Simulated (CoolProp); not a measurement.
The fluid at 298.15 K and 0.0362 MPa expands adiabatically to 0.0205 MPa with isentropic efficiency 0.85. The same conditions are run with several fluids, on thermodynamics alone (safety and materials aside).

Model: reference Helmholtz-energy equation of state of each fluid (R245fa: Akasaka 2015; CH2F2 (R32): Tillner-Roth 1997; chlorine: Thol 2021; R142b: Lemmon 2006; C2F6 (R116): Lemmon 2006), in CoolProp.

Task: Rank R245fa, CH2F2 (R32), chlorine, R142b, C2F6 (R116) by work (kJ/kg), highest first.

Result: CH2F2 (R32) (21.7), chlorine (15.7), R142b (11.5), R245fa (8.66), C2F6 (R116) (8.46)

```tsv
fluid	final temperature (K)	final density (kg/m³)
R245fa	287.6	1.16
CH2F2 (R32)	271.0	0.475
chlorine	264.8	0.663
R142b	283.7	0.879
C2F6 (R116)	286.9	1.19
```
